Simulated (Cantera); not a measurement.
Charge: 1 mol PbO, 0.16 mol O2, 7.1 mol N2, held at 82.5 Torr.

Cantera equilibrium calculation (NASA polynomials, part measured and part estimated; ideal gas, pure solids and liquids). Candidate condensed phases: Pb, PbO, PbO2, Pb3O4; 12 gas species. The numbers say what is thermodynamically allowed, not how fast it happens. All values below are at 650 °C.

Base state: N2 0.978, O2 0.0220 (mole fractions); condensed: PbO(yellow).

What changes in the equilibrium state with this change: PbO replaced by Hg?


```csv
species,before,after
N2,0.978,0.860
Hg,0,0.121
O2,0.0220,0.0194
"PbO(yellow), mol",1.000,0
```
Further candidate phases: Hg, HgO.
